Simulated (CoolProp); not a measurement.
A single-stage vapour-compression cycle with R22: evaporating at 275.15 K (dew point), condensing at 311.15 K (bubble point), superheat 0 K, subcooling 5 K, compressor efficiency 0.85, no pressure losses. Each further row changes one setting.

The numbers come from the reference Helmholtz-energy equation of state, Kamei 1995 in CoolProp.

| case | cooling COP | pressure ratio | discharge temperature (K) | refrigerating effect (kJ/kg) | volumetric capacity (kJ/m³) |
|---|---|---|---|---|---|
| as stated | 5.61 | 2.75 | 332.3 | 165 | 3740 |
| evaporating temperature 280.15 K | 6.76 | 2.35 | 328.9 | 167 | 4400 |
| condensing temperature 306.15 K | 6.69 | 2.42 | 324.8 | 172 | 3880 |
| subcooling 10 K | 5.83 | 2.75 | 332.3 | 172 | 3880 |
| superheat 10 K | 5.55 | 2.75 | 342.8 | 173 | 3710 |
| compressor efficiency 0.75 | 4.95 | 2.75 | 336.9 | 165 | 3740 |
